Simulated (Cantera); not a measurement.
Cantera run:

```python
import numpy as np
import cantera as ct

gas_names = """
    B BH BH2 BH3 BN B2 H H2 N NH NH2 NH3 N2 N2H2 N2H4
""".split()
cond_names = """
    B(b) B(L) BN(s)
""".split()


# ... load() reads the species with a 1 bar reference pressure and builds the phases ...
atoms = {
    'borazine': {'B': 3, 'N': 3, 'H': 6},
    'NH3': {'N': 1, 'H': 3},
    'N2': {'N': 2},
}
top_T = {'BN(s)': 3200}  # K; cautious upper limits of use, not melting points


# ... equilibrate(T, P, feed) seeds the gas with the atoms and calls Mixture.equilibrate('TP', solver="vcs", rtol=1e-11, max_steps=5000) ...
results = []
feed = {'borazine': 1, 'NH3': 0.16, 'N2': 0.46}  # mol
T = 1898.15  # K
P = 39  # Pa
mix = equilibrate(T, P, feed)
results.append((T, P, feed, dict(zip(mix.species_names, mix.species_moles))))
x = sorted(zip(gas.X, gas.species_names), reverse=True)
print(f"T = {T:g} K  P = {P:g} Pa  gas = {mix.phase_moles(0):.4g} mol")
print("   x: " + "  ".join(f"{s} {v:.3e}" for v, s in x if v > 0.001))
print("   condensed (mol): " + ("  ".join(f"{mix.phase(i).name} {mix.phase_moles(i):.4g}"
      for i in range(1, mix.n_phases) if mix.phase_moles(i) > 1e-12) or "none"))
```

Output:

```
T = 1898.15 K  P = 39 Pa  gas = 3.85 mol
   x: H2 8.235e-01  N2 1.404e-01  H 3.596e-02
   condensed (mol): BN(s) 2.999
```

Cantera equilibrium calculation (NASA polynomials, part measured and part estimated; ideal gas, pure solids and liquids). The feed counts by its element totals alone. The tables' values for BH2 are old estimates; treat these amounts as uncertain.
